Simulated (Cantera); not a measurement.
# Ignition delay

Mixture: 2.81 % C2H4, 13.0 % O2, 62.3 % N2, 21.9 % H2O, equivalence ratio 0.65, at 3080 Torr, adiabatic and at constant volume. Ignition delay is the time to a rise of 400 K.

Detailed kinetics in Cantera: GRI-Mech 3.0 (53 species, 325 reactions). GRI-Mech 3.0 was tuned for natural gas; its chemistry of ethylene as a main component is partial and can be far from experiment.

```tsv
T0 (K)	delay (ms)
1375	0.0350
1450	0.0181
1525	0.0117
1600	0.00841
1675	0.00642
```

| Property | Result |
|---|---|
| apparent activation energy between 1525 and 1675 K | 85 kJ/mol |
